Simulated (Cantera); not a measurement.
Input: 1 mol Ta2O5, 9.3 mol CO, equilibrated at 2075 K and 68.0 Pa.

These are equilibrium values from Cantera (NASA tables, ideal gas, pure condensed phases), not measurements of a reactor. Candidate condensed phases: C, Ta, TaC, Ta2O5; 15 gas species. Rates play no part.

Base state: CO 0.995, TaO2 0.00290, CO2 0.00170, TaO 0.000168 (mole fractions); condensed: Ta2O5(l).

Problem. What changes in the equilibrium state with this change: temperature from 2075 K to 2175 K?

Solution. 
```tsv
species	before	after
CO	0.995	0.987
TaO2	0.00290	0.00824
CO2	0.00170	0.00441
O	7.06e-6	7.67e-5
TaO	0.000168	0.000248
Ta2O5(l), mol	0.986	0.960
```

Problem. What changes in the equilibrium state with this change: temperature from 2075 K to 1050 K?

Solution. 
```
species          before     after
-------------  --------  --------
CO                0.995     1.000
CO2             0.00170  0.000276
TaO2            0.00290     <1e-9
TaO            0.000168     <1e-9
Ta2O5(l), mol     0.986         0
TaC(s), mol           0  0.000732
Ta2O5(s), mol         0     1.000
```
Mutual solubility and eutectic melting of coexisting phases are not modelled. TaC: taken at fixed stoichiometry. Condensed phases not in the tables: Ta2C.
